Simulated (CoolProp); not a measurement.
Model: reference Helmholtz-energy equation of state, Gao 2022, in CoolProp.

Problem. Give the vapour pressure (kPa), liquid density (kg/m³), vapour density (kg/m³), enthalpy of vaporisation (kJ/kg) of saturated n-perfluorobutane at 193.1, 279.3, 291.6 K.

Solution. 
```tsv
T (K)	p (kPa)	liquid density (kg/m³)	vapour density (kg/m³)	enthalpy of vaporisation (kJ/kg)
193.1	0.824	1870	0.122	122
279.3	139	1570	15.2	94.9
291.6	215	1520	23.1	90.5
```
